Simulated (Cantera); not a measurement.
## AlCl3 + NH3 + H2 + O2 (aluminium nitride and oxide growth)

A closed system holds: 1 mol AlCl3, 47 mol NH3, 40 mol H2, 0.0094 mol O2, held at 1.00 bar.

Equilibrium computed with Cantera from the NASA thermochemical tables; the gas is ideal and each condensed phase is pure. Candidate condensed phases: Al, AlCl3, AlN, Al2O3, H2O, NH4Cl; 45 gas species. Mutual solubility and eutectic melting of coexisting phases are not modelled. The tables' values for AlCl2 are old estimates; treat these amounts as uncertain. Condensed phases not in the tables: AlOCl, aluminium oxynitride. The numbers say what is thermodynamically allowed, not how fast it happens.

From 650 K to 1850 K the condensed part is AlN(s) + Al2O3(s). At 1950 K the condensed part is Al2O3(s). The main Al-bearing gas is AlCl3 at 650 K and AlCl at 1950 K. The share of Al in condensed phases is highest at 650 K (97.8 %) and lowest at 1950 K (0.3 %).

| T (K) | x H2 | x N2 | x HCl | x AlCl | x NH3 | x H | n AlN(s) | n Al2O3(s) |
|---|---|---|---|---|---|---|---|---|
| 650 | 0.804 | 0.169 | 0.0219 | <1e-12 | 0.00554 | <1e-12 | 0.966 | 0.00627 |
| 750 | 0.807 | 0.170 | 0.0216 | <1e-12 | 0.00153 | <1e-12 | 0.960 | 0.00627 |
| 850 | 0.807 | 0.170 | 0.0215 | <1e-12 | 0.000556 | 1.84e-11 | 0.953 | 0.00627 |
| 950 | 0.808 | 0.170 | 0.0213 | 3.03e-12 | 0.000247 | 5.00e-10 | 0.946 | 0.00626 |
| 1050 | 0.808 | 0.171 | 0.0211 | 2.16e-10 | 0.000127 | 7.29e-9 | 0.939 | 0.00625 |
| 1150 | 0.808 | 0.171 | 0.0210 | 7.23e-9 | 7.31e-5 | 6.71e-8 | 0.933 | 0.00622 |
| 1250 | 0.808 | 0.171 | 0.0209 | 1.37e-7 | 4.58e-5 | 4.35e-7 | 0.927 | 0.00616 |
| 1350 | 0.808 | 0.171 | 0.0207 | 1.66e-6 | 3.07e-5 | 2.14e-6 | 0.921 | 0.00605 |
| 1450 | 0.808 | 0.171 | 0.0206 | 1.41e-5 | 2.17e-5 | 8.50e-6 | 0.913 | 0.00588 |
| 1550 | 0.808 | 0.171 | 0.0203 | 8.99e-5 | 1.61e-5 | 2.83e-5 | 0.893 | 0.00564 |
| 1650 | 0.808 | 0.171 | 0.0198 | 0.000446 | 1.23e-5 | 8.17e-5 | 0.829 | 0.00529 |
| 1750 | 0.808 | 0.171 | 0.0182 | 0.00174 | 9.76e-6 | 0.000209 | 0.635 | 0.00482 |
| 1850 | 0.806 | 0.172 | 0.0149 | 0.00509 | 7.93e-6 | 0.000484 | 0.174 | 0.00418 |
| 1950 | 0.805 | 0.173 | 0.0140 | 0.00668 | 6.57e-6 | 0.00103 | 0 | 0.00131 |
x: gas mole fraction; n: condensed amount in mol.
